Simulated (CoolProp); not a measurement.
Vapour-liquid equilibrium of n-heptane (1) + toluene (2) at 0.23 MPa; x and y are mole fractions of (1).

Values from CoolProp's multi-fluid Helmholtz-energy mixture model, Span 2003 and Lemmon 2006; pair parameters Bell 2016.

```csv
x,"bubble temperature, mixture model (°C)","bubble temperature, Raoult's law (°C)","y, mixture model","y, Raoult's law"
0.05,?,141.5,0.082,0.067
0.125,138.6,140.3,?,0.164
0.2,?,139.2,0.279,0.255
0.275,135.5,138.2,?,0.342
0.35,134.3,137.1,0.433,0.425
0.425,133.3,136.1,0.502,0.504
0.5,?,135.1,0.568,0.579
0.575,131.7,134.1,0.632,0.651
0.65,131.0,133.2,0.695,0.719
0.725,130.5,132.2,0.758,0.784
0.8,130.0,131.3,0.822,0.847
0.875,129.5,130.4,0.888,0.906
0.95,?,129.6,0.955,0.963
```

Question: Complete the blanks.

Answer: 
- 0.05, bubble temperature, mixture model (°C): 140.6
- 0.125, y, mixture model: 0.188
- 0.2, bubble temperature, mixture model (°C): 136.9
- 0.275, y, mixture model: 0.360
- 0.5, bubble temperature, mixture model (°C): 132.4
- 0.95, bubble temperature, mixture model (°C): 129.2

The largest gap from Raoult's law is -2.8 K in bubble temperature, at x = 0.35. No azeotrope shows between x = 0.05 and 0.95.

Pair parameters are fitted to limited data, so mixtures are less certain than the pure fluids.
